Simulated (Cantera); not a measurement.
# Pyrogenic steam for wet oxidation

An isothermal, constant-pressure homogeneous reactor starts with 68.0 % H₂, 6.31 % O₂, 25.7 % N₂, equivalence ratio 5.4, at 800 K and 100.0 Torr.

Detailed kinetics in Cantera: GRI-Mech 3.0 (53 species, 325 reactions). Radical loss at walls, strong at low pressure, is not modelled. Below about 950 K walls govern HO2 and H2O2 in real vessels. The temperature is held fixed by assumption; the heat of reaction is taken as removed at once.

```tsv
t (s)	x H₂	x O₂	x H	x HO₂	x OH	x NO
7.00e-5	0.680	0.0631	<1e-12	<1e-12	<1e-12	<1e-12
0.000236	0.680	0.0631	<1e-12	1.27e-12	<1e-12	<1e-12
0.000798	0.680	0.0631	2.97e-12	6.03e-12	<1e-12	<1e-12
0.00270	0.680	0.0631	7.44e-12	3.54e-11	<1e-12	<1e-12
0.00911	0.680	0.0631	1.25e-11	2.00e-10	<1e-12	<1e-12
0.0308	0.680	0.0631	1.96e-11	9.62e-10	<1e-12	<1e-12
0.104	0.680	0.0631	6.74e-11	6.36e-9	<1e-12	<1e-12
0.351	0.680	0.0631	2.91e-9	3.09e-7	6.20e-12	<1e-12
1.18	0.605	0.0101	2.25e-8	1.40e-6	2.17e-11	4.30e-10
4.00	0.605	0.0100	5.21e-8	1.99e-6	6.49e-11	5.67e-10
```
x: mole fraction; the columns are a selection and need not sum to one.

Equilibrium at this temperature and pressure: H₂ 0.591, O₂ <1e-12, H 6.14e-12, HO₂ <1e-12, OH <1e-12, NO <1e-12 (gas phase only).
